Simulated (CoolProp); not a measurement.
Vapour-liquid equilibrium of methanol (1) + toluene (2) at 127.35 °C; x and y are mole fractions of (1).

Model: multi-fluid Helmholtz-energy mixture model, de Reuck 1993 and Lemmon 2006; pair parameters Bell 2016, in CoolProp.

| x | bubble pressure (MPa) | y at the bubble point | dew pressure at overall composition x (MPa) | liquid density (mol/L) |
|---|---|---|---|---|
| 0.05 | 0.3003 | 0.464 | 0.1683 | 8.501 |
| 0.125 | 0.4370 | 0.636 | 0.1839 | 8.884 |
| 0.2 | 0.5183 | 0.699 | 0.2017 | 9.312 |
| 0.275 | 0.5684 | 0.731 | 0.2227 | 9.795 |
| 0.35 | 0.6015 | 0.751 | 0.2483 | 10.34 |
| 0.425 | 0.6263 | 0.767 | 0.2803 | 10.97 |
| 0.5 | 0.6476 | 0.782 | 0.3216 | 11.70 |
| 0.575 | 0.6680 | 0.799 | 0.3767 | 12.54 |
| 0.65 | 0.6889 | 0.819 | 0.4529 | 13.52 |
| 0.725 | 0.7104 | 0.844 | 0.5594 | 14.67 |
| 0.8 | 0.7321 | 0.876 | 0.6694 | 16.04 |
| 0.875 | 0.7533 | 0.915 | 0.7318 | 17.67 |
| 0.95 | 0.7727 | 0.963 | 0.7679 | 19.62 |

No azeotrope shows between x = 0.05 and 0.95.

The pair parameters rest on a limited set of measurements; away from them the model extrapolates. With so large a gap from Raoult's law the liquid may split in two, which this calculation doesn't test in full.
